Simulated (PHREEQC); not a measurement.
Dissolve 0.46 mmol/kgw Ag2SO4, 0.2 mmol/kgw Ca(OH)2 and 0.43 mmol/kgw AgF at 25 °C. Closed to the air; pH follows from the charge balance.

Equilibrium calculation in PHREEQC: ion-association model, wateq4f.dat.

```yaml
pH: 10.53
ionic_strength: 0.00230 mol/kgw
total_alkalinity: 0.400 meq/kg
```

```csv
species,molality,activity,log γ
Ag+,0.00130,0.00123,-0.023
SO4-2,0.000440,0.000357,-0.091
F-,0.000428,0.000406,-0.023
OH-,0.000355,0.000336,-0.023
Ca+2,0.000188,0.000152,-0.090
AgOH,4.13e-5,4.13e-5,0.000
```

Precipitation was switched off in this run. Examples of supersaturated solids here: Ag2O. Others may be too. Species that the database lacks are ignored.
